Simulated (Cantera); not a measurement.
A freely propagating, adiabatic, planar premixed flame of H₂ : O₂ : N₂ : H₂O = 1 : 0.658 : 2.47 : 0.16 (molar parts), unburnt at 398 K and 1.90 bar; mixture-averaged transport, grid criteria slope 0.08 and curve 0.16, no radiation.

Detailed kinetics in Cantera: the H2/O2 subset of GRI-Mech 3.0, which has no nitrogen chemistry. Burning velocities carry a grid error of a few per cent, more on coarse grids.

Q: Predict: laminar burning velocity; thermal thickness; peak x(OH); peak x(HO₂); peak x(O).

A: 
- laminar burning velocity: 191 cm/s
- thermal thickness: 0.167 mm
- peak x(OH): 0.0111
- peak x(HO₂): 0.000644
- peak x(O): 0.00635
